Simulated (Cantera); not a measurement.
An isothermal, constant-pressure homogeneous reactor starts with NO : N2 = 1 : 0.57 (molar parts), at 1875 K and 15.0 Torr.

Cantera simulation using GRI-Mech 3.0 (53 species, 325 reactions); the numbers are that mechanism's predictions, not measurements. Radical loss at walls, strong at low pressure, is not modelled.

### Question
Predict: x(NO) at 20.0 s; x(N2) at 20.0 s; x(O2) at 20.0 s; x(NO2) at 20.0 s; x(N2O) at 20.0 s.

### Answer
| Property | Result |
|---|---|
| x(NO) at 20.0 s | 0.407 (gas-phase equilibrium 0.00605) |
| x(N2) at 20.0 s | 0.478 (gas-phase equilibrium 0.678) |
| x(O2) at 20.0 s | 0.114 (gas-phase equilibrium 0.315) |
| x(NO2) at 20.0 s | 8.88e-5 (gas-phase equilibrium 2.26e-6) |
| x(N2O) at 20.0 s | 4.71e-5 (gas-phase equilibrium 4.52e-8) |
